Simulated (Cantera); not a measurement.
Cantera run:

```python
import numpy as np
import cantera as ct

gas_names = """
    Electron C C+ C- CH CH+ CH2 CH3 CH2OH CH3O CH4 CH3OH CO CO+ CO2 CO2+ COOH C2 C2+ C2- C2H CHCO,ketyl
    C2H2,acetylene C2H2,vinylidene CH2CO,ketene C2H3,vinyl CH3CO,acetyl C2H4 C2H4O,ethylen
    CH3CHO,ethanal CH3COOH (HCOOH)2 C2H5 C2H6 CH3OCH3 C2H5OH C2O C3 C3H3,propargyl C3H4,allene
    C3H4,propyne C3H4,cyclo- C3H5,allyl C3H6,propylene C3H6,cyclo- C3H6O C3H7,n-propyl C3H7,i-propyl
    C3H8 C3H8O,1propanol C3H8O,2propanol C3O2 C4 C4H2 C4H4,1,3-cyclo- C4H6,butadiene C4H6,2-butyne
    C4H6,cyclo- C4H8,1-butene C4H8,cis2-buten C4H8,tr2-butene C4H8,isobutene C4H8,cyclo- (CH3COOH)2
    C4H9,n-butyl C4H9,i-butyl C4H9,s-butyl C4H9,t-butyl C4H10,isobutane C4H10,n-butane C5 C5H6,1,3cyclo-
    C5H8,cyclo- C5H10,1-pentene C5H10,cyclo- C5H11,pentyl C5H11,t-pentyl C5H12,n-pentane C5H12,i-pentane
    CH3C(CH3)2CH3 C6H2 C6H5,phenyl C6H5O,phenoxy C6H6 C6H5OH,phenol C6H10,cyclo- C6H12,1-hexene
    C6H12,cyclo- C6H13,n-hexyl C7H7,benzyl C7H8 C7H8O,cresol C7H14,1-heptene C7H15,n-heptyl
    C7H16,n-heptane C8H8,styrene C8H10,ethylbenz C8H16,1-octene C8H17,n-octyl C8H18,isooctane
    C8H18,n-octane C9H19,n-nonyl C10H8,naphthale C10H21,n-decyl C12H9,o-bipheny C12H10,bipheny H H+ H-
    HCO HCO+ HO2 H2 H2+ H2- HCHO,formaldehy HCOOH H2O H2O+ H2O2 H3O+ O O+ O- OH OH+ OH- O2 O2+ O2- O3
""".split()
cond_names = """
    C(gr) C6H6(L) C7H8(L) C8H18(L),n-octa H2O(s) H2O(L)
""".split()


def load(file, names, dense=False):
    # The tables refer to 1 bar. Condensed volumes are neglected.
    table = {s.name: s for s in ct.Species.list_from_file(file)}
    out = []
    for n in names:
        d = dict(table[n].input_data)
        d["thermo"] = dict(d["thermo"], **{"reference-pressure": 1e5})
        if dense:
            d["equation-of-state"] = {"model": "constant-volume", "density": "1e6 g/cm^3"}
        out.append(ct.Species.from_dict(d))
    return out


gas = ct.Solution(thermo="ideal-gas", species=load("nasa_gas.yaml", gas_names))
cond = {s.name: ct.Solution(thermo="fixed-stoichiometry", species=[s], name=s.name)
        for s in load("nasa_condensed.yaml", cond_names, dense=True)}
atoms = {
    'CO': {'C': 1, 'O': 1},
    'O2': {'O': 2},
    'H2': {'H': 2},
}
top_T = {'C(gr)': 4500}  # K; cautious upper limits of use, not melting points


def equilibrate(T, P, feed):
    n = {}
    for name, mol in feed.items():
        for a, k in atoms[name].items():
            n[a] = n.get(a, 0.0) + k * mol
    gas.TPX = T, P, n
    mass = sum(n.values()) * gas.mean_molecular_weight
    gas.equilibrate("TP")
    valid = [c for c in cond.values() if c.min_temp <= T <= top_T.get(c.name, c.max_temp)]
    mix = ct.Mixture([(gas, mass / gas.mean_molecular_weight)] + [(c, 0.0) for c in valid])
    mix.T, mix.P = T, P
    mix.equilibrate("TP", solver="vcs", rtol=1e-11, max_steps=5000)
    return mix


results = []
feed = {'CO': 1, 'O2': 0.58, 'H2': 9}  # mol
P = 13332.2  # Pa
for T in [3000, 3250, 3500, 3750, 4000, 4250, 4500, 4750, 5000]:
    mix = equilibrate(T, P, feed)
    results.append((T, P, feed, dict(zip(mix.species_names, mix.species_moles))))

top = {s: max(r[3][s] / sum(r[3][g] for g in gas_names) for r in results) for s in gas_names}
cols = sorted((s for s in top if top[s] > 0.0001), key=lambda s: -top[s])[:8]
seen = [c for c in cond_names if any(r[3].get(c, 0) > 1e-12 for r in results)]
print("log10 of partial pressures in bar; condensed amounts in mol")
print(f"{'T/K':>10s}" + "".join(f"{s[:9]:>10s}" for s in cols + seen))
for T, P, feed, n in results:
    ng = sum(n[g] for g in gas_names)
    print(f"{T:10.4g}" + "".join(f"{np.log10(max(n[s] / ng * P / 1e5, 1e-99)):10.3f}" for s in cols)
          + "".join(f"{n.get(c, 0):10.4g}" for c in seen))
```

It prints:

```
log10 of partial pressures in bar; condensed amounts in mol
       T/K         H        H2        CO       H2O         O        OH       CO2        O2
      3000    -1.384    -1.165    -1.963    -2.006    -3.135    -2.704    -3.674    -4.379
      3250    -1.167    -1.347    -2.028    -2.303    -2.570    -2.525    -3.881    -3.935
      3500    -1.037    -1.616    -2.096    -2.862    -2.275    -2.620    -4.260    -3.936
      3750    -0.973    -1.948    -2.140    -3.595    -2.169    -2.901    -4.722    -4.235
      4000    -0.945    -2.296    -2.162    -4.353    -2.135    -3.235    -5.168    -4.616
      4250    -0.934    -2.629    -2.171    -5.066    -2.124    -3.562    -5.569    -4.989
      4500    -0.929    -2.936    -2.176    -5.716    -2.119    -3.864    -5.927    -5.331
      4750    -0.927    -3.215    -2.179    -6.304    -2.116    -4.138    -6.246    -5.640
      5000    -0.926    -3.469    -2.185    -6.834    -2.112    -4.384    -6.534    -5.914
```

Cantera equilibrium calculation (NASA polynomials, part measured and part estimated; ideal gas, pure solids and liquids).
